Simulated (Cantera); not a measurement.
Feed: 1 mol MgO, 3.9 mol CH₄, 0.31 mol H₂, held at 2073 K and 0.00133 bar.

These are equilibrium values from Cantera (NASA tables, ideal gas, pure condensed phases), not measurements of a reactor. Candidate condensed phases: C, C₆H₆, C₇H₈, C₈H₁₈, H₂O, Mg, MgCO₃, MgO, Mg(OH)₂; 116 gas species. The tables' values for MgH are old estimates; treat these amounts as uncertain. Rates play no part.

Base state: H₂ 0.745, CO 0.0958, Mg 0.0958, H 0.0622, C₂H₂ (acetylene) 0.000913, MgH 4.90e-5 (mole fractions); condensed: C(graphite).

### Question
What changes in the equilibrium state with this change: pressure from 0.00133 bar to 0.133 bar?

### Answer
```
species            before     after
----------------  -------  --------
H₂                  0.745     0.795
CO                 0.0958    0.0986
Mg                 0.0958    0.0981
H                  0.0622   0.00642
CH₄               2.61e-7   2.97e-5
MgH               4.90e-5  0.000518
C(graphite), mol     2.88      2.88
```
